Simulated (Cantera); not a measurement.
**Hydrocarbon pyrolysis for carbon deposition**

A perfectly stirred reactor is fed with CH4 : N2 = 1 : 16 (molar parts), at 1.00 bar; it is held at 1875 K, and followed from long to short residence time.

Computed with Cantera and GRI-Mech 3.0 (53 species, 325 reactions). GRI-Mech 3.0 stops at C3 and has no aromatics, soot or wall deposition, so with more carbon than oxygen in the feed, carbon stays in small species such as C2H2 where larger ones or solid carbon would form.

| τ (s) | x CH4 | x C2H6 | x C2H | x H | x C2H2 | x H2 | x HCN |
|---|---|---|---|---|---|---|---|
| 0.46 | 0.00209 | 4.02e-7 | 7.10e-7 | 0.000180 | 0.0267 | 0.0801 | 0.000100 |
| 0.16 | 0.00356 | 1.14e-6 | 6.83e-7 | 0.000173 | 0.0259 | 0.0780 | 5.28e-5 |
| 0.055 | 0.00609 | 3.22e-6 | 6.38e-7 | 0.000162 | 0.0247 | 0.0743 | 2.70e-5 |
| 0.019 | 0.0103 | 8.82e-6 | 5.72e-7 | 0.000146 | 0.0225 | 0.0681 | 1.33e-5 |
| 0.0065 | 0.0170 | 2.30e-5 | 4.77e-7 | 0.000123 | 0.0190 | 0.0581 | 5.99e-6 |
| 0.0023 | 0.0262 | 5.24e-5 | 3.56e-7 | 9.52e-5 | 0.0139 | 0.0442 | 2.38e-6 |
| 0.00078 | 0.0379 | 0.000101 | 2.03e-7 | 6.14e-5 | 0.00736 | 0.0264 | 6.80e-7 |
| 0.00027 | 0.0495 | 0.000122 | 5.94e-8 | 2.78e-5 | 0.00178 | 0.00983 | 1.01e-7 |
x: mole fraction; the columns are a selection and need not sum to one.
